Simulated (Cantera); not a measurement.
Input (Python, Cantera):

```python
import numpy as np
import cantera as ct

gas = ct.Solution("gri30.yaml", transport_model="multicomponent")
show = ['N2', 'H2O', 'NO']

rows = []
print(f"{'T/K':>7s}{'rho':>11s}{'cp':>10s}{'mu':>11s}{'lambda':>11s}{'Pr':>7s}" + "".join(f"{'D_' + s:>11s}" for s in show))
for T in [400, 500, 600, 700, 800, 900, 1000, 1100]:
    gas.TPX = T, 19000, {'H2O': 0.57, 'CH3OH': 0.062}
    Pr = gas.cp_mass * gas.viscosity / gas.thermal_conductivity
    D = [gas.mix_diff_coeffs_mole[gas.species_index(s)] for s in show]
    rows.append([gas.density, gas.cp_mass, gas.viscosity, gas.thermal_conductivity, Pr, *D])
    print(f"{T:7g}{gas.density:11.4e}{gas.cp_mass:10.1f}{gas.viscosity:11.4e}"
          f"{gas.thermal_conductivity:11.4e}{Pr:7.3f}" + "".join(f"{d:11.4e}" for d in D))
print("SI units: kg/m3, J/kg/K, Pa s, W/m/K, m2/s")
```

It prints:

```
    T/K        rho        cp         mu     lambda     Pr       D_N2      D_H2O       D_NO
    400 1.1078e-01    1853.9 1.3893e-05 3.6394e-02  0.708 2.0144e-04 1.4539e-04 1.9867e-04
    500 8.8624e-02    1939.0 1.7595e-05 4.8236e-02  0.707 3.0594e-04 2.2798e-04 3.0174e-04
    600 7.3853e-02    2030.0 2.1306e-05 6.1040e-02  0.709 4.2711e-04 3.2734e-04 4.2123e-04
    700 6.3303e-02    2119.7 2.4984e-05 7.4541e-02  0.710 5.6356e-04 4.4214e-04 5.5580e-04
    800 5.5390e-02    2205.3 2.8608e-05 8.8546e-02  0.713 7.1423e-04 5.7128e-04 7.0440e-04
    900 4.9236e-02    2288.2 3.2165e-05 1.0300e-01  0.715 8.7827e-04 7.1384e-04 8.6618e-04
   1000 4.4312e-02    2374.2 3.5648e-05 1.1808e-01  0.717 1.0550e-03 8.6904e-04 1.0405e-03
   1100 4.0284e-02    2455.7 3.9055e-05 1.3346e-01  0.719 1.2439e-03 1.0362e-03 1.2267e-03
SI units: kg/m3, J/kg/K, Pa s, W/m/K, m2/s
```

Cantera simulation using GRI-Mech 3.0 (53 species, 325 reactions); the numbers are that mechanism's predictions, not measurements. Polar gases are described roughly by these parameters. The composition is frozen, though it would react at the higher temperatures.
